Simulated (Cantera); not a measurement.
**Adiabatic ignition**

An adiabatic, constant-volume homogeneous reactor starts with CH4 : CO : O2 : N2 = 1 : 0.89 : 1.11 : 3.78 (molar parts), equivalence ratio 2.2, at 1375 K and 0.590 bar.

Computed with Cantera and GRI-Mech 3.0 (53 species, 325 reactions).

```
t (s)     T (K)  P (bar)     x CH4   x CO      x O2      x H2     x N2O
--------  -----  -------  --------  -----  --------  --------  --------
4.00e-6    1375    0.590     0.147  0.131     0.164   6.20e-9    <1e-12
1.05e-5    1375    0.590     0.147  0.131     0.164   2.01e-8    <1e-12
2.76e-5    1375    0.590     0.147  0.131     0.164   6.23e-8    <1e-12
7.26e-5    1375    0.590     0.147  0.131     0.164   2.10e-7    <1e-12
0.000191   1375    0.590     0.147  0.131     0.164   8.35e-7  3.91e-12
0.000502   1375    0.590     0.147  0.131     0.164   4.29e-6  1.28e-11
0.00132    1376    0.590     0.147  0.131     0.164   2.88e-5  4.57e-11
0.00346    1380    0.592     0.147  0.131     0.163  0.000181  2.37e-10
0.00910    1422    0.611     0.140  0.132     0.158   0.00219   2.74e-9
0.0239     2691     1.32  9.52e-12  0.213  0.000140     0.126   3.23e-8
0.0629     2691     1.32  9.52e-12  0.213  0.000140     0.126   3.23e-8
0.165      2691     1.32  9.52e-12  0.213  0.000140     0.126   3.23e-8
0.434      2691     1.32  9.52e-12  0.213  0.000140     0.126   3.23e-8
1.14       2691     1.32  9.52e-12  0.213  0.000140     0.126   3.23e-8
3.00       2691     1.32  9.52e-12  0.213  0.000140     0.126   3.23e-8
```
x: mole fraction; the columns are a selection and need not sum to one.

The time of steepest temperature rise comes out as 11.4 ms, the temperature at 3.00 s is 2691 K and the equilibrium temperature is 2691 K. The x(CH4) at 3.00 s comes out as 9.52e-12 (gas-phase equilibrium 1.07e-11). The x(CO) at 3.00 s is 0.213 (gas-phase equilibrium 0.213) and the x(O2) at 3.00 s comes out as 0.000140 (gas-phase equilibrium 0.000140).
